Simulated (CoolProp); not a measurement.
A simple Rankine cycle with n-perfluorohexane: condensing at 290.15 K, boiler at 0.806 MPa, turbine inlet 423.9 K, turbine efficiency 0.6, pump efficiency 0.7, no recuperator. Each further row changes one setting.

Values from CoolProp's reference Helmholtz-energy equation of state, Gao 2022.

```tsv
case	thermal efficiency (%)	net work (kJ/kg)	heat in (kJ/kg)	turbine exit temperature (K)	volume ratio over the turbine
as stated	…	19.5	206	393.5	…
turbine inlet 443.9 K	9.2	20.9	227	…	45.4
condensing temperature 282.15 K	10.1	…	214	391.1	70.6
boiler pressure 0.564 MPa	8.8	…	209	398.6	30.6
turbine efficiency 0.5	…	16.2	206	397.0	48.5
```

Problem. Fill in the missing entries.

Solution. 
- as stated, thermal efficiency (%): 9.5
- as stated, volume ratio over the turbine: 48.0
- turbine inlet 443.9 K, turbine exit temperature (K): 414.3
- condensing temperature 282.15 K, net work (kJ/kg): 21.7
- boiler pressure 0.564 MPa, net work (kJ/kg): 18.3
- turbine efficiency 0.5, thermal efficiency (%): 7.9
